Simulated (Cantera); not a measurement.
A Cantera script and what it prints.

```python
import numpy as np
import cantera as ct

gas_names = """
    B BH BH2 BH3 BN BO BO2 B2 B2O B2O2 B2O3 B3O3H3 H HBO HBO2 HNO HNO2 HNO3 HO2 H2 H2O H2O2 H3B3O6 N NH
    NH2 NH3 NH2OH NO NO2 NO3 N2 N2H2 N2H4 N2O O OH O2 O3
""".split()
cond_names = """
    B(b) B(L) BN(s) B2O3(L) B3O3H3(cr) H2O(s) H2O(L)
""".split()


# ... load() reads the species with a 1 bar reference pressure and builds the phases ...
atoms = {
    'borazine': {'B': 3, 'N': 3, 'H': 6},
    'O2': {'O': 2},
    'H2': {'H': 2},
}
top_T = {'BN(s)': 3200}  # K; cautious upper limits of use, not melting points


# ... equilibrate(T, P, feed) seeds the gas with the atoms and calls Mixture.equilibrate('TP', solver="vcs", rtol=1e-11, max_steps=5000) ...
results = []
feed = {'borazine': 1, 'O2': 2.1, 'H2': 0.31}  # mol
T = 2050  # K
P = 32000  # Pa
mix = equilibrate(T, P, feed)
results.append((T, P, feed, dict(zip(mix.species_names, mix.species_moles))))
print(gas.report(threshold=1e-06))
for i in range(1, mix.n_phases):
    print(f"{mix.phase(i).name:16s} {mix.phase_moles(i):12.5e} mol")
```

It prints:

```
       temperature   2050 K
          pressure   32000 Pa
           density   0.043932 kg/m^3
  mean mol. weight   23.4 kg/kmol
   phase of matter   gas

                          1 kg             1 kmol
                     ---------------   ---------------
          enthalpy        -4.008e+06       -9.3788e+07  J
   internal energy       -4.7364e+06       -1.1083e+08  J
           entropy             12229        2.8616e+05  J/K
    Gibbs function       -2.9077e+07       -6.8041e+08  J
 heat capacity c_p            2141.2             50105  J/K
 heat capacity c_v            1785.9             41791  J/K

                      mass frac. Y      mole frac. X     chem. pot. / RT
                     ---------------   ---------------   ---------------
               BH2        3.5539e-06        6.4838e-06           -28.561
                BO         0.0071785         0.0062658           -34.762
               BO2        6.9438e-05        3.7957e-05           -62.446
               B2O        3.8462e-06        2.3924e-06            -41.84
              B2O2          0.073841          0.032226           -69.524
              B2O3           0.41317           0.13888           -97.208
            B3O3H3        5.3016e-05        1.4866e-05           -136.51
                 H        0.00011672         0.0027097           -10.741
               HBO          0.090625          0.076236           -45.503
              HBO2          0.090821          0.048504           -73.187
                H2          0.039333           0.45655           -21.483
               H2O         0.0014714         0.0019113           -49.167
                N2           0.28331           0.23665           -29.605
                OH        9.0104e-07        1.2398e-06           -38.426
     [  +25 minor]        1.0411e-06        1.1941e-06

B(b)              0.00000e+00 mol
BN(s)             0.00000e+00 mol
B2O3(L)           0.00000e+00 mol
```

Cantera equilibrium calculation (NASA polynomials, part measured and part estimated; ideal gas, pure solids and liquids). The feed counts by its element totals alone.
